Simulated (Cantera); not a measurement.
Ignition delay

Mixture: 3.26 % CH4, 11.9 % O2, 71.1 % N2, 13.7 % H2O, at 2100 Torr, adiabatic and at constant pressure. Ignition delay is the time to a rise of 400 K.

Cantera simulation using GRI-Mech 3.0 (53 species, 325 reactions); the numbers are that mechanism's predictions, not measurements.

```tsv
T0 (K)	delay (ms)
1150	45.1
1225	17.5
1300	7.22
1375	3.08
1450	1.36
1525	0.623
```

The apparent activation energy between 1375 and 1525 K comes out as 190 kJ/mol.
